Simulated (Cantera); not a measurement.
Input (Python, Cantera) and output of one run.

```python
import numpy as np
import cantera as ct

gas_names = """
    F F2 H HF H2 H2F2 H3F3 H4F4 H5F5 H6F6 H7F7 Si SiF SiF2 SiF3 SiF4 SiH SiHF3 SiH2 SiH2F2 SiH3 SiH3F
    SiH4 Si2 Si3
""".split()
cond_names = """
    Si(cr) Si(L)
""".split()


# ... load() reads the species with a 1 bar reference pressure and builds the phases ...
atoms = {
    'Si': {'Si': 1},
    'F2': {'F': 2},
    'H2': {'H': 2},
}
top_T = {}  # K; cautious upper limits of use, not melting points


# ... equilibrate(T, P, feed) seeds the gas with the atoms and calls Mixture.equilibrate('TP', solver="vcs", rtol=1e-11, max_steps=5000) ...
results = []
feed = {'Si': 1, 'F2': 2.6, 'H2': 26}  # mol
T = 873.15  # K
P = 53  # Pa
mix = equilibrate(T, P, feed)
results.append((T, P, feed, dict(zip(mix.species_names, mix.species_moles))))
print(gas.report(threshold=1e-05))
for i in range(1, mix.n_phases):
    print(f"{mix.phase(i).name:16s} {mix.phase_moles(i):12.5e} mol")
```

Result:

```
       temperature   873.15 K
          pressure   53 Pa
           density   4.7425e-05 kg/m^3
  mean mol. weight   6.4961 kg/kmol
   phase of matter   gas

                          1 kg             1 kmol
                     ---------------   ---------------
          enthalpy       -8.0351e+06       -5.2197e+07  J
   internal energy       -9.1526e+06       -5.9456e+07  J
           entropy             36537        2.3735e+05  J/K
    Gibbs function       -3.9938e+07       -2.5944e+08  J
 heat capacity c_p            4993.4             32438  J/K
 heat capacity c_v            3713.5             24123  J/K

                      mass frac. Y      mole frac. X     chem. pot. / RT
                     ---------------   ---------------   ---------------
                HF            0.1339          0.043478           -70.582
                H2            0.2856           0.92029           -24.805
              SiF4           0.58049          0.036232           -271.59
     [  +22 minor]        2.0897e-06        1.5972e-07

Si(cr)            0.00000e+00 mol
```

These are equilibrium values from Cantera (NASA tables, ideal gas, pure condensed phases), not measurements of a reactor.
